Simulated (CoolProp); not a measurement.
Carbonyl sulfide along the isotherm 122.95 °C: fugacity coefficient from the reference equation and from simpler models built on Tc = 105.6 °C, pc = 6.369 MPa, ω = 0.098; each cubic takes its own stable root.

Values from CoolProp's reference Helmholtz-energy equation of state, Lemmon 2006. It is a short technical equation, of lower accuracy than the large ones.

| p (MPa) | phase | reference | van der Waals | Redlich-Kwong | Soave-Redlich-Kwong | Peng-Robinson |
|---|---|---|---|---|---|---|
| 2.27 | gas | 0.8977 | 0.9058 | 0.8955 | 0.8964 | (withheld) |
| 4.55 | gas | 0.7969 | 0.8114 | 0.7941 | 0.7959 | 0.7762 |
| 6.82 | supercritical | 0.6954 | 0.7129 | 0.6933 | 0.6964 | 0.6719 |
| 9.1 | supercritical | 0.5865 | 0.6027 | 0.5877 | 0.5928 | 0.5674 |
| 11.4 | supercritical | 0.5011 | 0.5248 | 0.5071 | 0.5123 | 0.4872 |
| 13.6 | supercritical | 0.4453 | 0.4748 | 0.4539 | 0.4590 | 0.4338 |
| 15.9 | supercritical | (withheld) | (withheld) | 0.4139 | (withheld) | 0.3934 |
| 18.2 | supercritical | 0.3724 | 0.4117 | 0.3842 | 0.3889 | 0.3632 |
| 20.5 | supercritical | 0.3488 | 0.3923 | 0.3616 | (withheld) | 0.3400 |
| 22.7 | supercritical | 0.3311 | 0.3785 | 0.3447 | (withheld) | (withheld) |
| 25 | supercritical | 0.3164 | 0.3678 | (withheld) | 0.3349 | 0.3077 |
| 27.3 | supercritical | 0.3047 | 0.3599 | 0.3195 | 0.3237 | 0.2958 |
| 29.6 | supercritical | 0.2952 | 0.3544 | 0.3105 | 0.3147 | 0.2861 |
| 31.8 | supercritical | 0.2879 | 0.3509 | 0.3037 | 0.3078 | 0.2785 |

### Question
Some entries are withheld; supply them.

### Answer

- 2.27, Peng-Robinson: 0.8850
- 15.9, reference: 0.4034
- 15.9, van der Waals: 0.4381
- 15.9, Soave-Redlich-Kwong: 0.4187
- 20.5, Soave-Redlich-Kwong: 0.3661
- 22.7, Soave-Redlich-Kwong: 0.3491
- 22.7, Peng-Robinson: 0.3225
- 25, Redlich-Kwong: 0.3306
